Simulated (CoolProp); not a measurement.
Properties of methane along the isotherm 218.9 K (Tc = 190.6 K, pc = 4.599 MPa, ω = 0.011).

Computed with CoolProp (reference Helmholtz-energy equation of state, Setzmann 1991).

```tsv
p (MPa)	phase	expansivity (1/kK)	Prandtl number
0.862	gas	5.211	0.776
1.72	gas	6.017	0.813
2.59	gas	7.072	0.865
3.45	gas	8.460	0.936
4.31	gas	10.36	1.04
5.17	supercritical	13.03	1.18
6.04	supercritical	16.88	1.38
6.9	supercritical	21.93	1.65
```

Viscosity comes from a separate model (Quiñones-Cisneros 2006). Thermal conductivity comes from a separate model (Friend 1989).
